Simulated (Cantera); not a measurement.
Feed: 1 mol SiCl₄, 0.2 mol NH₃, 4.4 mol N₂, held at 1073.15 K and 1000 Pa.

These are equilibrium values from Cantera (NASA tables, ideal gas, pure condensed phases), not measurements of a reactor. Candidate condensed phases: NH₄Cl, Si, Si₃N₄; 28 gas species. The tables' values for SiCl₃ are old estimates; treat these amounts as uncertain. The numbers say what is thermodynamically allowed, not how fast it happens.

Base state: N₂ 0.755, SiCl₄ 0.148, HCl 0.0918, H₂ 0.00536, SiCl₃ 0.000602, SiHCl₃ 0.000106, SiCl₂ 3.93e-5 (mole fractions); condensed: Si₃N₄(s).

Task: What changes in the equilibrium state with this change: N₂ from 4.4 to 11 mol?

Result: 
```json
[
 {"species": "N₂", "before": "0.755", "after": "0.884"},
 {"species": "SiCl₄", "before": "0.148", "after": "0.0689"},
 {"species": "HCl", "before": "0.0918", "after": "0.0446"},
 {"species": "SiHCl₃", "before": "0.000106", "after": "3.33e-5"},
 {"species": "H₂", "before": "0.00536", "after": "0.00176"},
 {"species": "Si₃N₄(s), mol", "before": "0.0443", "after": "0.0459"}
]
```

Task: What changes in the equilibrium state with this change: NH₃ from 0.2 to 4.4 mol?

Result: 
```
species          before    after
-------------  --------  -------
N₂                0.755    0.411
H₂              0.00536    0.325
HCl              0.0918    0.260
SiCl₄             0.148  0.00386
SiCl₃          0.000602  4.34e-5
SiCl₂           3.93e-5  7.79e-6
SiHCl₃         0.000106  5.92e-5
Si₃N₄(s), mol    0.0443    0.314
```
